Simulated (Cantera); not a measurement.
**Transport properties of process gases**

Gas mixture: 100 % NH₃, at 4.93 atm, frozen composition.

Cantera's kinetic-theory transport with the Lennard-Jones parameters of GRI-Mech 3.0, ideal gas; thermal conductivity in the mixture-averaged form. Polar gases are described roughly by these parameters. The composition is frozen, though it would react at the higher temperatures.

```
T (K)  ρ (kg/m³)  cp (J/kg/K)  μ (µPa s)  λ (mW/m/K)     Pr  D (cm²/s) O  D (cm²/s) H₂O  D (cm²/s) CO₂
-----  ---------  -----------  ---------  ----------  -----  -----------  -------------  -------------
400         2.56         2269       13.9        44.3  0.713        0.122         0.0711         0.0568
550         1.86         2565       19.2        68.6  0.717        0.217          0.137          0.105
700         1.46         2844       24.3        95.8  0.721        0.332          0.222          0.166
850         1.20         3087       29.1         125  0.721        0.465          0.326          0.236
1000        1.02         3319       33.6         154  0.725        0.615          0.446          0.316
1150       0.891         3518       37.9         184  0.726        0.780          0.582          0.405
1300       0.788         3695       42.0         213  0.728        0.959          0.732          0.502
1450       0.706         3852       45.9         243  0.729         1.15          0.897          0.607
```
D: mixture-averaged diffusion coefficient of that species in the mixture.
